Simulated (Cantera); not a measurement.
# Moist CO burnout

A perfectly stirred reactor is fed with 1.92 % CO, 4.94 % O₂, 0.201 % H₂O, 91.5 % N₂, 1.46 % H₂, at 1.00 bar; it is held at 1100 K, and followed from long to short residence time.

Model: GRI-Mech 3.0 (53 species, 325 reactions), integrated in Cantera. The temperature is held fixed by assumption; the heat of reaction is taken as removed at once.

```
τ (s)       x CO    x O₂   x H₂O      x OH    x N₂O     x NO₂    x CO₂
------  --------  ------  ------  --------  -------  --------  -------
2.8     0.000267  0.0332  0.0169   9.46e-6  9.50e-7   1.58e-8   0.0193
1.3     0.000448  0.0333  0.0169   1.20e-5  8.57e-7   9.33e-9   0.0191
0.57    0.000760  0.0334  0.0168   1.59e-5  7.42e-7   4.93e-9   0.0188
0.26     0.00122  0.0337  0.0168   2.11e-5  6.27e-7   2.64e-9   0.0183
0.12     0.00189  0.0340  0.0167   2.84e-5  5.16e-7   1.51e-9   0.0176
0.054    0.00286  0.0345  0.0165   3.93e-5  4.09e-7  9.67e-10   0.0166
0.024    0.00420  0.0353  0.0163   5.51e-5  3.13e-7  7.04e-10   0.0153
0.011    0.00585  0.0362  0.0160   7.68e-5  2.34e-7  5.58e-10   0.0136
0.0050   0.00784  0.0373  0.0156  0.000107  1.68e-7  4.47e-10   0.0116
0.0023    0.0100  0.0386  0.0149  0.000148  1.17e-7  3.50e-10  0.00941
```
x: mole fraction; the columns are a selection and need not sum to one.
